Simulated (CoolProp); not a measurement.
Properties of dry air along the isobar 101 kPa (Tc = 132.5 K, pc = 3786 kPa, ω = 0.034).

Computed with CoolProp (reference Helmholtz-energy equation of state, Lemmon 2000). It is a pseudo-pure fit of the blend.

```
T (K)  phase  cp (kJ/(kg K))  speed of sound (m/s)  isothermal compressibility (1/MPa)  expansivity (1/kK)
-----  -----  --------------  --------------------  ----------------------------------  ------------------
88.8     gas           1.063                 185.7                               10.22               12.36
104.4    gas           1.035                 202.8                               10.09               10.12
119.9    gas           1.022                 218.2                               10.02               8.649
135.5    gas           1.016                 232.5                               9.986               7.571
151      gas           1.012                 245.7                               9.961               6.748
166.6    gas           1.010                 258.4                               9.945               6.089
182.1    gas           1.008                 270.3                               9.934               5.553
197.7    gas           1.007                 281.8                               9.926               5.103
213.2    gas           1.006                 292.7                               9.920               4.724
228.8    gas           1.006                 303.3                               9.915               4.396
244.3    gas           1.006                 313.4                               9.912               4.113
259.9    gas           1.006                 323.3                               9.909               3.863
275.4    gas           1.006                 332.8                               9.907               3.644
291      gas           1.006                 342.1                               9.905               3.446
```
